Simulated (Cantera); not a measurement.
Feed: 1 mol SiC, 0.77 mol N₂O, 9.6 mol H₂, 0.016 mol O₂, equilibrated at 1498.15 K and 0.00133 bar.

Equilibrium computed with Cantera from the NASA thermochemical tables; the gas is ideal and each condensed phase is pure. Candidate condensed phases: C, C₆H₆, C₇H₈, C₈H₁₈, H₂O, Si, SiC, SiO₂, Si₂N₂O, Si₃N₄; 151 gas species. Mutual solubility and eutectic melting of coexisting phases are not modelled. Kinetics and transport are ignored.

Base state: H₂ 0.894, N₂ 0.0513, CO 0.0476, SiO 0.00672, H 0.000446, HCN 2.62e-5 (mole fractions); condensed: SiC(s) + Si₂N₂O(s).

**Question.** What changes in the equilibrium state with this change: temperature from 1498.15 K to 1775 K?

**Answer.** 
| species | before | after |
|---|---|---|
| H₂ | 0.894 | 0.852 |
| N₂ | 0.0513 | 0.0686 |
| CO | 0.0476 | 0.0360 |
| SiO | 0.00672 | 0.0355 |
| Si | 4.66e-7 | 0.000488 |
| SiH | 5.20e-8 | 2.02e-5 |
| H | 0.000446 | 0.00732 |
| HCN | 2.62e-5 | 9.48e-5 |
| SiC(s), mol | 0.489 | 0.595 |
| Si₂N₂O(s), mol | 0.219 | 0 |

**Question.** What changes in the equilibrium state with this change: temperature from 1498.15 K to 2023 K?

**Answer.** 
```
species           before     after
--------------  --------  --------
H₂                 0.894     0.798
N₂                0.0513    0.0656
H               0.000446    0.0465
Si               4.66e-7    0.0191
SiO              0.00672    0.0244
CO                0.0476    0.0443
Si₂C               <1e-9  0.000576
Si₂                <1e-9   9.34e-5
SiC(s), mol        0.489     0.470
Si₂N₂O(s), mol     0.219         0
```
The tables' values for SiN are old estimates; treat these amounts as uncertain. Gases not in the tables: Si₂H₆ and higher silanes.

**Question.** What changes in the equilibrium state with this change: temperature from 1498.15 K to 2248 K?

**Answer.** 
```tsv
species	before	after
H₂	0.894	0.645
H	0.000446	0.162
Si	4.66e-7	0.0631
CO	0.0476	0.0593
N₂	0.0513	0.0560
Si₂C	<1e-9	0.00339
SiC₂	<1e-9	0.00323
SiC(s), mol	0.489	0
Si₂N₂O(s), mol	0.219	0
```
The tables' values for SiN are old estimates; treat these amounts as uncertain. Gases not in the tables: Si₂H₆ and higher silanes.
